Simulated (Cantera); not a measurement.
Input (Python, Cantera):

```python
import numpy as np
import cantera as ct

gas = ct.Solution("gri30.yaml")
gas.TPX = 1523, 170000, {'C2H6': 1, 'N2': 32}
reactor = ct.IdealGasConstPressureReactor(gas, energy="off", clone=False)
net = ct.ReactorNet([reactor])
net.rtol, net.atol = 1e-08, 1e-18
show = ['C2H6', 'HCN', 'H', 'C2H', 'CH2', 'C2H4', 'H2']
times = np.geomspace(5e-06, 40, 10)

steps = ct.SolutionArray(gas, extra=["t"])
rows = []
print(f"{'t/s':>10s}{'T/K':>9s}{'P/Pa':>11s}" + "".join(f"{s:>11s}" for s in show))
for t in times:
    while net.time < t:
        t_next = net.step()
        steps.append(gas.state, t=t_next)
    rows.append([np.interp(t, steps.t, y) for y in (steps.T, steps.P, *steps(*show).X.T)])
    print(f"{t:10.3e}{rows[-1][0]:9.1f}{rows[-1][1]:11.4g}" + "".join(f"{x:11.3e}" for x in rows[-1][2:]))
rate = np.gradient(steps.T, steps.t)
print("integrator steps:", len(steps.t))
if steps.T.max() > steps.T[0] + 200:
    print(f"time of steepest temperature rise: {steps.t[rate.argmax()]:.4e} s")
gas.TPX = 1523, 170000, {'C2H6': 1, 'N2': 32}
gas.equilibrate("TP")
print(f"equilibrium (TP): T = {gas.T:.1f} K  " + "  ".join(f"{s} {gas[s].X[0]:.3e}" for s in show))
```

Result:

```
       t/s      T/K       P/Pa       C2H6        HCN          H        C2H        CH2       C2H4         H2
 5.000e-06   1523.0    1.7e+05  3.007e-02  1.669e-11  4.437e-06  8.267e-15  6.557e-08  3.592e-05  3.291e-05
 2.924e-05   1523.0    1.7e+05  2.697e-02  4.199e-08  3.097e-05  7.015e-10  8.643e-07  2.335e-03  2.205e-03
 1.710e-04   1523.0    1.7e+05  1.110e-02  1.532e-07  4.103e-05  1.057e-08  6.395e-07  1.416e-02  1.606e-02
 1.000e-03   1523.0    1.7e+05  2.262e-04  1.995e-07  1.613e-05  1.336e-08  2.663e-08  1.188e-02  3.455e-02
 5.848e-03   1523.0    1.7e+05  4.513e-06  1.990e-07  3.505e-06  3.669e-09  9.335e-10  5.187e-03  4.120e-02
 3.420e-02   1523.0    1.7e+05  2.706e-06  1.983e-07  3.408e-06  3.941e-09  7.153e-10  6.380e-04  4.567e-02
 2.000e-01   1523.0    1.7e+05  2.284e-06  1.995e-07  3.473e-06  4.003e-09  6.596e-10  4.564e-04  4.666e-02
 1.170e+00   1523.0    1.7e+05  1.186e-06  2.055e-07  3.727e-06  4.194e-09  4.743e-10  4.946e-04  4.961e-02
 6.840e+00   1523.0    1.7e+05  4.051e-07  2.271e-07  4.084e-06  4.479e-09  2.549e-10  5.446e-04  5.303e-02
 4.000e+01   1523.0    1.7e+05  3.616e-07  3.257e-07  4.122e-06  4.511e-09  2.352e-10  5.493e-04  5.333e-02
integrator steps: 1452
equilibrium (TP): T = 1523.0 K  C2H6 1.057e-07  HCN 4.094e-02  H 4.193e-06  C2H 1.210e-09  CH2 1.250e-10  C2H4 1.551e-04  H2 5.518e-02
```

Detailed kinetics in Cantera: GRI-Mech 3.0 (53 species, 325 reactions). GRI-Mech 3.0 stops at C3 and has no aromatics, soot or wall deposition, so with more carbon than oxygen in the feed, carbon stays in small species such as C2H2 where larger ones or solid carbon would form.
